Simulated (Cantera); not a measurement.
Input: 1 mol Si(CH3)4, 0.0068 mol C3H8, 9.1 mol H2, 0.044 mol CH4, at 1625 K and 0.0810 bar.

Equilibrium computed with Cantera from the NASA thermochemical tables; the gas is ideal and each condensed phase is pure. Candidate condensed phases: C, C6H6, C7H8, C8H18, Si, SiC; 87 gas species. Kinetics and transport are ignored.

Q: What is the equilibrium state?

A: 
| Quantity | Value |
|---|---|
| x(H2) | 1.000 |
| x(H) | 0.000248 |
| x(CH4) | 0.000119 |
| x(C2H2 (acetylene)) | 3.55e-5 |
| n(C(graphite)) | 3.06 mol |
| n(SiC(s)) | 1.000 mol |
| gas amount | 15.22 mol |
| log10 activity of Si(s) (absent) | -1.94 |
